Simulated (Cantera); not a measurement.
A perfectly stirred reactor is fed with CH4 : N2 = 1 : 150 (molar parts), at 0.0263 atm; it is held at 1600 K, and followed from long to short residence time.

Computed with Cantera and GRI-Mech 3.0 (53 species, 325 reactions). GRI-Mech 3.0 stops at C3 and has no aromatics, soot or wall deposition, so with more carbon than oxygen in the feed, carbon stays in small species such as C2H2 where larger ones or solid carbon would form. Radical loss at walls, strong at low pressure, is not modelled.

**Question.** What does this change do: N2 150 to 660 parts?

**Answer.** 
```csv
quantity,before,after
x(CH4) at τ = 0.470 s,0.00497,0.00126
x(C2H4) at τ = 0.470 s,0.000142,2.39e-5
x(HCN) at τ = 0.470 s,1.15e-7,6.73e-8
x(CH2) at τ = 0.470 s,1.01e-7,4.68e-8
x(C2H6) at τ = 0.470 s,1.49e-6,2.02e-7
x(CH4) at τ = 61.0 ms,0.00656,0.00150
x(C2H4) at τ = 61.0 ms,8.38e-6,4.47e-7
x(HCN) at τ = 61.0 ms,1.12e-10,7.74e-11
x(CH2) at τ = 61.0 ms,1.16e-8,3.12e-9
x(C2H6) at τ = 61.0 ms,1.83e-7,9.62e-9
```
